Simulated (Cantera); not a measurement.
Feed: 1 mol SiC, 2.2 mol H₂O, 300 mol N₂, 0.14 mol N₂O, held at 3150 Torr.

Cantera equilibrium calculation (NASA polynomials, part measured and part estimated; ideal gas, pure solids and liquids). Candidate condensed phases: C, C₆H₆, C₇H₈, C₈H₁₈, H₂O, Si, SiC, SiO₂, Si₂N₂O, Si₃N₄; 151 gas species. Mutual solubility and eutectic melting of coexisting phases are not modelled. The tables hold silica as quartz up to 1696 K and as liquid above; real silica turns to tridymite and cristobalite and melts near 1996 K. Equilibrium is a limit: real reactors are often held back by kinetics, nucleation or transport.

Q: At 1173 K, list the 3 most abundant gas species with their mole fractions, and the condensed phases.

A: N₂ 0.989, H₂ 0.00724, CO 0.00329. Condensed: SiO₂(β-quartz) + Si₂N₂O(s).
